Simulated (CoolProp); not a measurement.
Vapour-liquid equilibrium of m-xylene (1) + n-nonane (2) at 124.85 °C; x and y are mole fractions of (1).

Model: multi-fluid Helmholtz-energy mixture model, Zhou 2012 and Lemmon 2006; pair parameters Bell 2016, in CoolProp.

```tsv
x	bubble pressure, mixture model (MPa)	bubble pressure, Raoult's law (MPa)	y, mixture model	y, Raoult's law
0.05	0.05047	0.04930	0.088	0.069
0.15	0.05428	0.05128	0.236	0.199
0.25	0.05751	0.05326	0.354	0.320
0.35	0.06022	0.05524	0.455	0.432
0.45	0.06248	0.05721	0.543	0.536
0.55	0.06434	0.05919	[?]	0.633
0.65	0.06583	0.06117	0.702	0.724
0.75	[?]	0.06315	[?]	0.809
0.85	[?]	0.06513	0.862	0.889
0.95	0.06810	0.06711	0.951	0.964
```

Problem. Fill in the missing entries.

Solution. 
- 0.55, y, mixture model: 0.624
- 0.75, bubble pressure, mixture model (MPa): 0.06697
- 0.75, y, mixture model: 0.780
- 0.85, bubble pressure, mixture model (MPa): 0.06774

The largest gap from Raoult's law is +9.2 % in bubble pressure, at x = 0.45. No azeotrope shows between x = 0.05 and 0.95.

The pair parameters rest on a limited set of measurements; away from them the model extrapolates.
